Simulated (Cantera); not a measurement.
Feed: 1 mol SiH2Cl2, 4.5 mol O3, 77 mol N2, held at 0.300 Torr.

Method: chemical equilibrium by Gibbs-energy minimisation in Cantera with the NASA 1993 tables (ideal gas, pure condensed phases). Candidate condensed phases: H2O, NH4Cl, Si, SiO2, Si2N2O, Si3N4; 47 gas species. The tables hold silica as quartz up to 1696 K and as liquid above; real silica turns to tridymite and cristobalite and melts near 1996 K. Rates play no part.

### Question
At 1723 K, list the 5 most abundant gas species with their mole fractions, and the condensed phases.

### Answer
N2 0.904, O2 0.0629, Cl 0.0131, HCl 0.0104, H2O 0.00621. Condensed: SiO2(condensed).
